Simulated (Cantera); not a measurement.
Charge: 1 mol Si₃N₄, 1.6 mol O₂, 1.3 mol H₂, at 1623.15 K and 1.00 Torr.

Cantera equilibrium calculation (NASA polynomials, part measured and part estimated; ideal gas, pure solids and liquids). Candidate condensed phases: H₂O, Si, SiO₂, Si₂N₂O, Si₃N₄; 35 gas species. The tables hold silica as quartz up to 1696 K and as liquid above; real silica turns to tridymite and cristobalite and melts near 1996 K. Rates play no part.

Base state: SiO 0.459, N₂ 0.328, H₂ 0.213, H 0.000874, H₂O 1.59e-5 (mole fractions); condensed: SiO₂(β-quartz).

What changes in the equilibrium state with this change: Si₃N₄ replaced by Si?


| species | before | after |
|---|---|---|
| H₂O | 1.59e-5 | 0.922 |
| H₂ | 0.213 | 0.0768 |
| H | 0.000874 | 0.000525 |
| SiO | 0.459 | 2.85e-6 |
| N₂ | 0.328 | 0 |
| OH | 2.74e-9 | 0.000264 |
| SiO₂(β-quartz), mol | 0.200 | 1.000 |

What changes in the equilibrium state with this change: H₂ from 1.3 to 110 mol?


```tsv
species	before	after
H₂	0.213	0.954
SiO	0.459	0.0256
N₂	0.328	0.0174
H₂O	1.59e-5	0.00128
H	0.000874	0.00185
SiO₂(β-quartz), mol	0.200	0.0531
```

What changes in the equilibrium state with this change: O₂ from 1.6 to 0.011 mol?


```json
[
 {"species": "H₂", "before": "0.213", "after": "0.656"},
 {"species": "N₂", "before": "0.328", "after": "0.332"},
 {"species": "SiO", "before": "0.459", "after": "0.0103"},
 {"species": "H₂O", "before": "1.59e-5", "after": "2.45e-8"},
 {"species": "Si", "before": "2.63e-6", "after": "0.000118"},
 {"species": "H", "before": "0.000874", "after": "0.00154"},
 {"species": "SiO₂(β-quartz), mol", "before": "0.200", "after": "0"},
 {"species": "Si(s), mol", "before": "0", "after": "0.966"},
 {"species": "Si₂N₂O(s), mol", "before": "0", "after": "0.00168"},
 {"species": "Si₃N₄(s), mol", "before": "0", "after": "0.670"}
]
```
Mutual solubility and eutectic melting of coexisting phases are not modelled.
